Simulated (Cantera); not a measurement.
What does this Cantera script print?

```python
import numpy as np
import cantera as ct

gas_names = [...]  # 110 gases of nasa_gas.yaml made of C, H, O
cond_names = """
    C(gr) C6H6(L) C7H8(L) C8H18(L),n-octa H2O(s) H2O(L)
""".split()


# ... load() reads the species with a 1 bar reference pressure and builds the phases ...
atoms = {
    'CO': {'C': 1, 'O': 1},
    'CO2': {'C': 1, 'O': 2},
    'H2': {'H': 2},
}
top_T = {'C(gr)': 4500}  # K; cautious upper limits of use, not melting points


# ... equilibrate(T, P, feed) seeds the gas with the atoms and calls Mixture.equilibrate('TP', solver="vcs", rtol=1e-11, max_steps=5000) ...
results = []
T = 1375  # K
P = 100000  # Pa
for m in [0.34, 1.1, 1.9, 2.7, 3.5, 4.3, 5.1, 5.9, 6.7, 7.5]:
    feed = {'CO': 1, 'CO2': 0.14, 'H2': m}  # mol
    mix = equilibrate(T, P, feed)
    results.append((T, P, feed, dict(zip(mix.species_names, mix.species_moles))))
    x = sorted(zip(gas.X, gas.species_names), reverse=True)
    print(f"T = {T:g} K  P = {P:g} Pa  n(H2) = {m:g} mol  gas = {mix.phase_moles(0):.4g} mol")
    print("   x: " + "  ".join(f"{s} {v:.3e}" for v, s in x if v > 0.0001))
    print("   condensed (mol): " + ("  ".join(f"{mix.phase(i).name} {mix.phase_moles(i):.4g}"
          for i in range(1, mix.n_phases) if mix.phase_moles(i) > 1e-12) or "none"))
```

Output:

```
T = 1375 K  P = 100000 Pa  n(H2) = 0.34 mol  gas = 1.48 mol
   x: CO 7.100e-01  H2 1.954e-01  CO2 6.029e-02  H2O 3.431e-02
   condensed (mol): none
T = 1375 K  P = 100000 Pa  n(H2) = 1.1 mol  gas = 2.24 mol
   x: CO 4.874e-01  H2 4.500e-01  H2O 4.103e-02  CO2 2.150e-02
   condensed (mol): none
T = 1375 K  P = 100000 Pa  n(H2) = 1.9 mol  gas = 3.04 mol
   x: H2 5.895e-01  CO 3.644e-01  H2O 3.549e-02  CO2 1.061e-02
   condensed (mol): none
T = 1375 K  P = 100000 Pa  n(H2) = 2.7 mol  gas = 3.839 mol
   x: H2 6.729e-01  CO 2.905e-01  H2O 3.022e-02  CO2 6.311e-03
   condensed (mol): none
T = 1375 K  P = 100000 Pa  n(H2) = 3.5 mol  gas = 4.639 mol
   x: H2 7.282e-01  CO 2.415e-01  H2O 2.608e-02  CO2 4.182e-03
   condensed (mol): none
T = 1375 K  P = 100000 Pa  n(H2) = 4.3 mol  gas = 5.439 mol
   x: H2 7.675e-01  CO 2.065e-01  H2O 2.286e-02  CO2 2.975e-03
   condensed (mol): none
T = 1375 K  P = 100000 Pa  n(H2) = 5.1 mol  gas = 6.239 mol
   x: H2 7.969e-01  CO 1.804e-01  H2O 2.032e-02  CO2 2.225e-03  CH4 1.029e-04
   condensed (mol): none
T = 1375 K  P = 100000 Pa  n(H2) = 5.9 mol  gas = 7.038 mol
   x: H2 8.198e-01  CO 1.601e-01  H2O 1.827e-02  CO2 1.727e-03  CH4 1.105e-04
   condensed (mol): none
T = 1375 K  P = 100000 Pa  n(H2) = 6.7 mol  gas = 7.838 mol
   x: H2 8.380e-01  CO 1.439e-01  H2O 1.660e-02  CO2 1.379e-03  CH4 1.169e-04
   condensed (mol): none
T = 1375 K  P = 100000 Pa  n(H2) = 7.5 mol  gas = 8.638 mol
   x: H2 8.528e-01  CO 1.307e-01  H2O 1.520e-02  CO2 1.127e-03  CH4 1.221e-04
   condensed (mol): none
```

These are equilibrium values from Cantera (NASA tables, ideal gas, pure condensed phases), not measurements of a reactor.
